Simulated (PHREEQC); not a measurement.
Dissolve 0.11 mol HF and 0.0014 mol (CH3)4NF per kg of water at 30 °C. Closed to the air; pH follows from the charge balance.

All values are PHREEQC results (ion-association model, wateq4f.dat), not measurements.

No solid was allowed to form.

Question: Predict the pH.

Answer: pH 2.15.

Question: In which forms is F present?

Answer: HF 68 %, H2F2 22 %, F- 6.4 %, HF2- 3.8 % of the F.

(CH3)4N+ isn't in the database: it is added as a free cation with an ion size of 4 Å. wateq4f.dat counts part of the HF as a dimer, H2F2, which phreeqc.dat doesn't know; its constant is uncertain.
